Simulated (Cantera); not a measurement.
Charge: 1 mol Si3N4, 0.053 mol CO2, 8.8 mol H2, at 27.0 Torr.

Equilibrium computed with Cantera from the NASA thermochemical tables; the gas is ideal and each condensed phase is pure. Candidate condensed phases: C, C6H6, C7H8, C8H18, H2O, Si, SiC, SiO2, Si2N2O, Si3N4; 151 gas species. Mutual solubility and eutectic melting of coexisting phases are not modelled. Gases not in the tables: Si2H6 and higher silanes. Rates play no part.

x: gas mole fraction; n: condensed amount in mol.

| T (K) | x H2 | x N2 | x SiO | x H | n C(graphite) | n Si2N2O(s) | n Si3N4(s) | n SiC(s) | n Si(s) | n Si(l) |
|---|---|---|---|---|---|---|---|---|---|---|
| 1073 | 0.994 | 0.00400 | <1e-12 | ___ | 0.0386 | 0.106 | 0.929 | 0 | 0 | 0 |
| 1148 | 0.995 | 0.00400 | 1.04e-11 | ___ | 0.0455 | 0.106 | 0.929 | 0 | 0 | 0 |
| 1223 | 0.992 | 0.00779 | 3.53e-10 | ___ | 0 | 0.106 | 0.912 | 0.0506 | 0 | 0 |
| 1298 | 0.992 | 0.00792 | 9.57e-9 | ___ | 0 | 0.106 | 0.912 | 0.0524 | 0 | 0 |
| 1373 | 0.992 | 0.00795 | 1.81e-7 | ___ | 0 | 0.106 | 0.912 | 0.0528 | 0 | 0 |
| 1448 | 0.992 | 0.00796 | 2.50e-6 | ___ | 0 | 0.106 | 0.912 | 0.0529 | 0 | 0 |
| 1523 | 0.992 | 0.00797 | 2.65e-5 | ___ | 0 | 0.106 | 0.912 | 0.0529 | 0 | 0 |
| 1598 | 0.991 | 0.00803 | 0.000224 | ___ | 0 | 0.104 | 0.912 | 0.0529 | 0 | 0 |
| 1673 | 0.971 | 0.0276 | 0.00103 | ___ | 0 | 0.0962 | 0.827 | 0.0525 | 0.266 | 0 |
| 1748 | 0.893 | 0.102 | 0.00391 | ___ | 0 | 0.0646 | 0.465 | 0.0498 | 0 | 1.39 |
| 1823 | 0.805 | 0.183 | 0.00866 | ___ | 0 | 0 | 0 | 0.0408 | 0 | 2.86 |
| 1898 | 0.803 | 0.183 | 0.00817 | ___ | 0 | 0 | 0 | 0.0347 | 0 | 2.87 |

Task: Complete the blanks.

Result: 
- 1073, x H: 7.36e-8
- 1148, x H: 3.77e-7
- 1223, x H: 1.58e-6
- 1298, x H: 5.62e-6
- 1373, x H: 1.75e-5
- 1448, x H: 4.84e-5
- 1523, x H: 0.000121
- 1598, x H: 0.000279
- 1673, x H: 0.000591
- 1748, x H: 0.00114
- 1823, x H: 0.00205
- 1898, x H: 0.00369
